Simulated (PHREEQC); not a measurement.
Dissolve 0.62 mol/kgw K2CO3 and 4.9 mol/kgw NaCl at 25 °C. Closed to the air; pH follows from the charge balance.

Computed with PHREEQC (Pitzer model, pitzer.dat).

Each row changes one thing in this solution. Precipitation was switched off in this run.

```json
[
 {"case": "as made", "pH": "11.38", "ionic strength (mol/kgw)": "6.76", "HCO3- (mol/kgw)": "0.00359", "CO2 (mol/kgw)": "4.56e-9", "SI of Halite (NaCl)": "-0.35", "SI of Sylvite (KCl)": "-0.43"},
 {"case": "K2CO3 from 0.62 to 0.062 mol/kgw", "pH": "10.72", "ionic strength (mol/kgw)": "[?]", "HCO3- (mol/kgw)": "0.00112", "CO2 (mol/kgw)": "7.76e-9", "SI of Halite (NaCl)": "-0.33", "SI of Sylvite (KCl)": "-1.47"},
 {"case": "temperature from 25 to 20 °C", "pH": "11.48", "ionic strength (mol/kgw)": "6.76", "HCO3- (mol/kgw)": "0.00300", "CO2 (mol/kgw)": "3.30e-9", "SI of Halite (NaCl)": "-0.35", "SI of Sylvite (KCl)": "-0.38"},
 {"case": "K2CO3 from 0.62 to 0.31 mol/kgw", "pH": "11.14", "ionic strength (mol/kgw)": "5.83", "HCO3- (mol/kgw)": "0.00253", "CO2 (mol/kgw)": "6.12e-9", "SI of Halite (NaCl)": "-0.34", "SI of Sylvite (KCl)": "-0.75"},
 {"case": "NaCl from 4.9 to 4.41 mol/kgw", "pH": "11.40", "ionic strength (mol/kgw)": "[?]", "HCO3- (mol/kgw)": "0.00369", "CO2 (mol/kgw)": "5.03e-9", "SI of Halite (NaCl)": "-0.50", "SI of Sylvite (KCl)": "-0.50"},
 {"case": "diluted 2-fold with water", "pH": "11.27", "ionic strength (mol/kgw)": "3.38", "HCO3- (mol/kgw)": "0.00315", "CO2 (mol/kgw)": "1.01e-8", "SI of Halite (NaCl)": "-1.18", "SI of Sylvite (KCl)": "-1.17"},
 {"case": "K2CO3 from 0.62 to 0.558 mol/kgw", "pH": "11.34", "ionic strength (mol/kgw)": "6.57", "HCO3- (mol/kgw)": "0.00341", "CO2 (mol/kgw)": "4.84e-9", "SI of Halite (NaCl)": "-0.34", "SI of Sylvite (KCl)": "-0.48"},
 {"case": "temperature from 25 to 15 °C", "pH": "11.59", "ionic strength (mol/kgw)": "6.76", "HCO3- (mol/kgw)": "0.00250", "CO2 (mol/kgw)": "2.38e-9", "SI of Halite (NaCl)": "-0.35", "SI of Sylvite (KCl)": "-0.34"},
 {"case": "temperature from 25 to 45 °C", "pH": "11.06", "ionic strength (mol/kgw)": "[?]", "HCO3- (mol/kgw)": "0.00711", "CO2 (mol/kgw)": "1.59e-8", "SI of Halite (NaCl)": "-0.35", "SI of Sylvite (KCl)": "-0.57"}
]
```

Complete the blanks.


- K2CO3 from 0.62 to 0.062 mol/kgw, ionic strength (mol/kgw): 5.08
- NaCl from 4.9 to 4.41 mol/kgw, ionic strength (mol/kgw): 6.27
- temperature from 25 to 45 °C, ionic strength (mol/kgw): 6.75

Species that the database lacks are ignored. In brines, pH and single-ion activities rest on the MacInnes convention. Away from 25 °C the constants follow the database's enthalpies or fits; those with neither stay at their 25 °C values.
